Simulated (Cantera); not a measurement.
A closed system holds: 1 mol SO2, 3.3 mol H2, at 6.30 bar.

Equilibrium computed with Cantera from the NASA thermochemical tables; the gas is ideal and each condensed phase is pure. Candidate condensed phases: H2O, H2SO4, S; 19 gas species. Equilibrium is a limit: real reactors are often held back by kinetics, nucleation or transport.

log p: log10 of the partial pressure in bar; nothing condenses.

```tsv
T (°C)	log p H2O	log p H2	log p H2S	log p S2	log p SO2	log p SH	log p SO
1625	0.53	0.20	-0.09	-0.39	-1.19	-1.34	-1.88
1675	0.52	0.22	-0.13	-0.37	-1.14	-1.27	-1.76
1725	0.51	0.24	-0.17	-0.36	-1.08	-1.21	-1.65
1775	0.51	0.26	-0.20	-0.35	-1.03	-1.15	-1.54
1825	0.50	0.27	-0.24	-0.35	-0.98	[?]	[?]
1875	0.49	0.28	-0.28	-0.34	-0.94	-1.04	-1.35
1925	0.49	0.30	-0.32	-0.34	-0.90	-1.00	-1.26
1975	0.48	0.31	-0.35	-0.35	-0.87	-0.95	-1.18
2025	0.47	0.32	-0.39	-0.35	-0.83	-0.91	[?]
2075	0.47	0.33	-0.43	-0.36	-0.80	-0.87	-1.03
2125	0.46	0.34	-0.46	-0.37	-0.78	-0.84	-0.97
2175	0.45	0.35	-0.50	-0.38	-0.75	-0.81	-0.90
```

### Question
Complete the blanks.

### Answer

- 2025, log p SO: -1.11
- 1825, log p SH: -1.09
- 1825, log p SO: -1.44
